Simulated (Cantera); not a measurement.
Cantera run:

```python
import numpy as np
import cantera as ct

gas_names = [...]  # 113 gases of nasa_gas.yaml made of C, H, O, Ta
cond_names = """
    C(gr) C6H6(L) C7H8(L) C8H18(L),n-octa H2O(s) H2O(L) Ta(cr) Ta(L) TaC(s) TaC(L) Ta2O5(s) Ta2O5(L)
""".split()


# ... load() reads the species with a 1 bar reference pressure and builds the phases ...
atoms = {
    'Ta2O5': {'Ta': 2, 'O': 5},
    'C': {'C': 1},
    'H2': {'H': 2},
}
top_T = {'C(gr)': 4500}  # K; cautious upper limits of use, not melting points


# ... equilibrate(T, P, feed) seeds the gas with the atoms and calls Mixture.equilibrate('TP', solver="vcs", rtol=1e-11, max_steps=5000) ...
results = []
feed = {'Ta2O5': 1, 'C': 4.4, 'H2': 0.29}  # mol
T = 1373  # K
P = 100000  # Pa
mix = equilibrate(T, P, feed)
results.append((T, P, feed, dict(zip(mix.species_names, mix.species_moles))))
x = sorted(zip(gas.X, gas.species_names), reverse=True)
print(f"T = {T:g} K  P = {P:g} Pa  gas = {mix.phase_moles(0):.4g} mol")
print("   x: " + "  ".join(f"{s} {v:.3e}" for v, s in x if v > 0.0001))
print("   condensed (mol): " + ("  ".join(f"{mix.phase(i).name} {mix.phase_moles(i):.4g}"
      for i in range(1, mix.n_phases) if mix.phase_moles(i) > 1e-12) or "none"))
```

It prints:

```
T = 1373 K  P = 100000 Pa  gas = 2.867 mol
   x: CO 8.971e-01  H2 1.006e-01  CO2 1.829e-03  H2O 4.226e-04
   condensed (mol): C(gr) 0.7889  TaC(s) 1.034  Ta2O5(s) 0.4832
```

Cantera equilibrium calculation (NASA polynomials, part measured and part estimated; ideal gas, pure solids and liquids). Mutual solubility and eutectic melting of coexisting phases are not modelled. TaC: taken at fixed stoichiometry. Condensed phases not in the tables: Ta2C.
